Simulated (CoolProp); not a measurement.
Computed with CoolProp (reference Helmholtz-energy equation of state, Zhou 2014).

Task: For cyclohexane, give the phase and the density (kg/m³), cv (kJ/(kg K)), speed of sound (m/s), Joule-Thomson coefficient (K/MPa) at 620 K and 1.02 MPa; 620 K and 1.87 MPa.

Result: 
- 620 K and 1.02 MPa: gas; density 17.7, cv 2.67, speed of sound 238, Joule-Thomson coefficient 4.48
- 620 K and 1.87 MPa: gas; density 34.5, cv 2.68, speed of sound 225, Joule-Thomson coefficient 4.87
